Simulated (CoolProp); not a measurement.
Vapour-liquid equilibrium of C2F6 (R116) (1) + R143a (2) at 0.37 MPa; x and y are mole fractions of (1).

Computed with CoolProp (multi-fluid Helmholtz-energy mixture model, Lemmon 2006 and Lemmon and Jacobsen 2000; pair parameters Bell 2016).

### Question
Give the bubble temperature and the first vapour's composition at x = 0.05, 0.45, 0.55. Is there an azeotrope?

### Answer
x = 0.05: 250.1 K, y = 0.254; x = 0.45: 228.3 K, y = 0.771; x = 0.55: 226.8 K, y = 0.802. No azeotrope shows between x = 0.05 and 0.95.

The pair parameters rest on a limited set of measurements; away from them the model extrapolates.
